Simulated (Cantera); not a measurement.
## Formation from one mole of O₂

Standard-state values (1 bar) from the NASA 1993 polynomials, evaluated with Cantera. Values are per mole of reaction as written; species without (g) are pure solids or liquids, kept so even where they would boil at 1 bar.

2 Ti + O₂(g) → 2 TiO(g)

```csv
T (K),ΔH° (kJ),ΔS° (J/K),ΔG° (kJ),log10 K,condensed phases
1723,69.4,158.6,-203.9,6.18,Ti(β)
1873,64.1,155.6,-227.4,6.34,Ti(β)
2023,27.8,137.0,-249.3,6.44,Ti(l)
2173,19.7,133.1,-269.6,6.48,Ti(l)
2323,11.5,129.5,-289.3,6.50,Ti(l)
2473,3.4,126.1,-308.4,6.51,Ti(l)
2623,-4.6,122.9,-327.1,6.51,Ti(l)
```

2 H₂(g) + O₂(g) → 2 H₂O(g)

```
T (K)  ΔH° (kJ)  ΔS° (J/K)  ΔG° (kJ)  log10 K
-----  --------  ---------  --------  -------
1723     -501.6     -115.2    -303.1     9.19
1873     -502.3     -115.6    -285.8     7.97
2023     -502.7     -115.8    -268.4     6.93
2173     -503.1     -116.0    -251.0     6.03
2323     -503.4     -116.1    -233.6     5.25
2473     -503.6     -116.2    -216.2     4.57
2623     -503.7     -116.3    -198.8     3.96
```

0.8 Ta + O₂(g) → 0.4 Ta₂O₅

```
T (K)  ΔH° (kJ)  ΔS° (J/K)  ΔG° (kJ)  log10 K  condensed phases
-----  --------  ---------  --------  -------  ----------------
1723     -797.9     -158.8    -524.3    15.90   Ta(s), Ta₂O₅(s)
1873     -795.4     -157.4    -500.6    13.96   Ta(s), Ta₂O₅(s)
2023     -792.9     -156.1    -477.1    12.32   Ta(s), Ta₂O₅(s)
2173     -740.4     -130.6    -456.5    10.97   Ta(s), Ta₂O₅(l)
2323     -735.5     -128.5    -437.1     9.83   Ta(s), Ta₂O₅(l)
2473     -730.8     -126.5    -418.0     8.83   Ta(s), Ta₂O₅(l)
2623     -726.2     -124.7    -399.1     7.95   Ta(s), Ta₂O₅(l)
```

1.143 Ti + O₂(g) → 0.2857 Ti₄O₇

```json
[
 {"T (K)": "1723", "ΔH° (kJ)": "-959.7", "ΔS° (J/K)": "-167.7", "ΔG° (kJ)": "-670.8", "log10 K": "20.34", "condensed phases": "Ti(β), Ti₄O₇(s)"},
 {"T (K)": "1873", "ΔH° (kJ)": "-958.4", "ΔS° (J/K)": "-166.9", "ΔG° (kJ)": "-645.8", "log10 K": "18.01", "condensed phases": "Ti(β), Ti₄O₇(s)"},
 {"T (K)": "2023", "ΔH° (kJ)": "-909.0", "ΔS° (J/K)": "-141.6", "ΔG° (kJ)": "-622.5", "log10 K": "16.07", "condensed phases": "Ti(l), Ti₄O₇(l)"},
 {"T (K)": "2173", "ΔH° (kJ)": "-906.9", "ΔS° (J/K)": "-140.6", "ΔG° (kJ)": "-601.3", "log10 K": "14.45", "condensed phases": "Ti(l), Ti₄O₇(l)"},
 {"T (K)": "2323", "ΔH° (kJ)": "-904.9", "ΔS° (J/K)": "-139.7", "ΔG° (kJ)": "-580.3", "log10 K": "13.05", "condensed phases": "Ti(l), Ti₄O₇(l)"},
 {"T (K)": "2473", "ΔH° (kJ)": "-903.0", "ΔS° (J/K)": "-138.9", "ΔG° (kJ)": "-559.4", "log10 K": "11.82", "condensed phases": "Ti(l), Ti₄O₇(l)"},
 {"T (K)": "2623", "ΔH° (kJ)": "-901.1", "ΔS° (J/K)": "-138.2", "ΔG° (kJ)": "-538.6", "log10 K": "10.73", "condensed phases": "Ti(l), Ti₄O₇(l)"}
]
```
